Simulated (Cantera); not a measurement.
A freely propagating, adiabatic, planar premixed flame of CH₄ : H₂ : O₂ : N₂ = 1 : 0.038 : 2.02 : 9.09 (molar parts), equivalence ratio 1.00, unburnt at 350 K and 1.40 bar; mixture-averaged transport, grid criteria slope 0.08 and curve 0.16, no radiation.

Model: GRI-Mech 3.0 (53 species, 325 reactions), integrated in Cantera. Burning velocities carry a grid error of a few per cent, more on coarse grids.

x: mole fraction of selected species; z is measured from the peak of heat release.

```csv
z (mm),T (K),u (m/s),x CH₄,x H₂,x O₂,x HCN,x C₂H₆,x HO₂
-1.31,350,0.296,0.0823,0.00359,0.166,<1e-8,<1e-8,1.63e-8
-0.876,352,0.299,0.0820,0.00457,0.166,<1e-8,2.44e-7,2.79e-7
-0.657,362,0.307,0.0814,0.00583,0.165,<1e-8,1.93e-6,1.55e-6
-0.438,437,0.372,0.0770,0.00839,0.160,…,3.07e-5,1.56e-5
-0.219,867,0.747,0.0527,0.0123,0.126,…,0.000443,0.000112
-0.109,1277,1.11,0.0282,0.0141,0.0868,…,0.000698,0.000124
0,1657,1.44,0.00549,0.0137,0.0435,…,7.31e-5,6.69e-5
0.109,1799,1.56,0.000203,0.0100,0.0220,…,9.02e-8,1.18e-5
0.219,1850,1.59,3.82e-6,0.00865,0.0161,…,<1e-8,6.82e-6
0.438,1909,1.64,<1e-8,0.00784,0.0126,…,<1e-8,4.66e-6
0.876,1973,1.69,<1e-8,0.00643,0.00988,<1e-8,<1e-8,2.89e-6
1.75,2028,1.73,<1e-8,0.00479,0.00739,<1e-8,<1e-8,1.60e-6
3.50,2067,1.76,<1e-8,0.00346,0.00545,<1e-8,<1e-8,8.54e-7
```

Task: Fill in the missing entries.

Result: 
- -0.438, x HCN: 4.83e-8
- -0.219, x HCN: 5.82e-7
- -0.109, x HCN: 1.37e-6
- 0, x HCN: 2.53e-6
- 0.109, x HCN: 1.71e-6
- 0.219, x HCN: 5.31e-7
- 0.438, x HCN: 5.32e-8
